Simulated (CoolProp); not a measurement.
Vapour-liquid equilibrium of R125 (1) + dimethyl ether (2) at 0.699 MPa; x and y are mole fractions of (1).

Model: multi-fluid Helmholtz-energy mixture model, Lemmon 2005 and Wu 2011; pair parameters Bell 2016, in CoolProp.

| x | bubble temperature, mixture model (°C) | bubble temperature, Raoult's law (°C) | y, mixture model | y, Raoult's law |
|---|---|---|---|---|
| 0.05 | 30.2 | 28.7 | … | 0.109 |
| 0.2 | 27.3 | 22.6 | … | 0.370 |
| 0.35 | … | 17.4 | 0.473 | 0.562 |
| 0.5 | … | 12.9 | … | 0.707 |
| 0.65 | … | 8.9 | 0.810 | 0.819 |
| 0.8 | … | 5.4 | … | 0.908 |
| 0.95 | 2.9 | 2.3 | 0.986 | 0.979 |

**Question.** What belongs in the gaps?

**Answer.** 
- 0.05, y, mixture model: 0.069
- 0.2, y, mixture model: 0.274
- 0.35, bubble temperature, mixture model (°C): 23.7
- 0.5, bubble temperature, mixture model (°C): 19.2
- 0.5, y, mixture model: 0.657
- 0.65, bubble temperature, mixture model (°C): 13.9
- 0.8, bubble temperature, mixture model (°C): 8.2
- 0.8, y, mixture model: 0.920

The largest gap from Raoult's law is +6.3 K in bubble temperature, at x = 0.5. No azeotrope shows between x = 0.05 and 0.95.

The pair parameters rest on a limited set of measurements; away from them the model extrapolates.
